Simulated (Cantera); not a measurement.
# Reactions in the system Ca-F-H-N

Standard-state values (1 bar) from the NASA 1993 polynomials, evaluated with Cantera. Values are per mole of reaction as written; species without (g) are pure solids or liquids, kept so even where they would boil at 1 bar.

3 Ca + 2 N(g) + 6 HF(g) → 3 CaF2 + 2 NH3(g)

| T (K) | ΔH° (kJ) | ΔS° (J/K) | ΔG° (kJ) | log10 K | condensed phases |
|---|---|---|---|---|---|
| 300 | -3079.7 | -885.7 | -2813.9 | 489.94 | Ca(s), CaF2(s) |
| 1400 | -3060.7 | -866.0 | -1848.3 | 68.96 | Ca(l), CaF2(s) |
| 1425 | -3044.0 | -854.2 | -1826.7 | 66.96 | Ca(l), CaF2(s) |
| 1450 | -3040.2 | -851.6 | -1805.4 | 65.04 | Ca(l), CaF2(s) |
| 1475 | -3036.4 | -849.0 | -1784.2 | 63.18 | Ca(l), CaF2(s) |
| 1500 | -3032.6 | -846.4 | -1763.0 | 61.39 | Ca(l), CaF2(s) |
| 1525 | -3028.7 | -843.9 | -1741.8 | 59.66 | Ca(l), CaF2(s) |
| 1550 | -3024.8 | -841.3 | -1720.8 | 57.99 | Ca(l), CaF2(s) |
| 1575 | -3020.9 | -838.9 | -1699.8 | 56.37 | Ca(l), CaF2(s) |
| 1600 | -3017.0 | -836.4 | -1678.8 | 54.81 | Ca(l), CaF2(s) |
